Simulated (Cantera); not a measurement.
An isothermal, constant-pressure homogeneous reactor starts with CH₄ : CO₂ : H₂ = 1 : 4.8 : 0.35 (molar parts), at 1400 K and 1.09 atm.

Detailed kinetics in Cantera: GRI-Mech 3.0 (53 species, 325 reactions).

### Question
Predict: x(CH₄) at 7.00 s; x(CO₂) at 7.00 s; x(H₂) at 7.00 s; x(C₂H₄) at 7.00 s.

### Answer
- x(CH₄) at 7.00 s = 0.0569 (gas-phase equilibrium 6.91e-8)
- x(CO₂) at 7.00 s = 0.543 (gas-phase equilibrium 0.293)
- x(H₂) at 7.00 s = 0.0329 (gas-phase equilibrium 0.115)
- x(C₂H₄) at 7.00 s = 0.00153 (gas-phase equilibrium <1e-12)
